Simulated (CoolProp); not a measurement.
Vapour-liquid equilibrium of n-pentane (1) + benzene (2) at 266 kPa; x and y are mole fractions of (1).

Model: multi-fluid Helmholtz-energy mixture model, Thol 2019 and Thol 2012; pair parameters Bell 2016, in CoolProp.

### Question
Give the bubble temperature and the first vapour's composition at x = 0.15, 0.55, 0.85. Is there an azeotrope?

### Answer
x = 0.15: 371.9 K, y = 0.420; x = 0.55: 352.4 K, y = 0.791; x = 0.85: 344.3 K, y = 0.934. No azeotrope shows between x = 0.05 and 0.95.

The pair parameters rest on a limited set of measurements; away from them the model extrapolates.
